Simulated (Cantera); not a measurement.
**Silicon oxide and oxynitride deposition: Si2H6 + O2 + H2**

Charge: 1 mol Si2H6, 0.075 mol O2, 0.87 mol H2, equilibrated at 673 K and 0.100 bar.

Method: chemical equilibrium by Gibbs-energy minimisation in Cantera with the NASA 1993 tables (ideal gas, pure condensed phases). Candidate condensed phases: H2O, Si, SiO2; 18 gas species. The feed counts by its element totals alone. Kinetics and transport are ignored.

* **x(H2)**: 1.00
* **n(Si(s))**: 1.93 mol
* **n(SiO2(α-quartz))**: 0.0750 mol
* **gas amount**: 3.870 mol
